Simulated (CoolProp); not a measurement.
Values from CoolProp's reference Helmholtz-energy equation of state, Gao 2022.

Problem. For n-perfluorobutane, give the phase and the cp (kJ/(kg K)), expansivity (1/kK) at 363.4 K and 0.669 MPa; 264.9 K and 1.2 MPa.

Solution. 
- 363.4 K and 0.669 MPa: gas; cp 0.968, expansivity 4.41
- 264.9 K and 1.2 MPa: liquid; cp 1.09, expansivity 2.14
